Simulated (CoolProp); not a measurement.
Vapour-liquid equilibrium of hydrogen chloride (1) + propane (2) at -48.35 °C; x and y are mole fractions of (1).

The numbers come from the multi-fluid Helmholtz-energy mixture model, Thol 2018 and Lemmon 2009; pair parameters Bell 2016 in CoolProp.

| x | bubble pressure, mixture model (MPa) | bubble pressure, Raoult's law (MPa) | y, mixture model | y, Raoult's law |
|---|---|---|---|---|
| 0.05 | 0.1427 | 0.1006 | 0.478 | 0.279 |
| 0.2 | 0.2969 | 0.1734 | 0.771 | 0.648 |
| 0.35 | 0.3902 | 0.2462 | 0.842 | 0.799 |
| 0.5 | 0.4437 | 0.3190 | 0.874 | 0.880 |
| 0.65 | 0.4794 | 0.3918 | 0.896 | 0.932 |
| 0.8 | 0.5124 | 0.4646 | 0.924 | 0.967 |
| 0.95 | 0.5492 | 0.5374 | 0.973 | 0.993 |

The largest gap from Raoult's law is +71.2 % in bubble pressure, at x = 0.2. No azeotrope shows between x = 0.05 and 0.95.

The pair parameters rest on a limited set of measurements; away from them the model extrapolates. With so large a gap from Raoult's law the liquid may split in two, which this calculation doesn't test in full.
